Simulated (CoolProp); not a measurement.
Vapour-liquid equilibrium of benzene (1) + p-xylene (2) at 14.6 bar; x and y are mole fractions of (1).

Computed with CoolProp (multi-fluid Helmholtz-energy mixture model, Thol 2012 and Zhou 2012; pair parameters Bell 2016).

Q: Give the bubble temperature and the first vapour's composition at x = 0.15, 0.25, 0.85. Is there an azeotrope?

A: x = 0.15: 261.8 °C, y = 0.262; x = 0.25: 252.7 °C, y = 0.412; x = 0.85: 209.1 °C, y = 0.934. No azeotrope shows between x = 0.05 and 0.95.

The pair parameters rest on a limited set of measurements; away from them the model extrapolates.
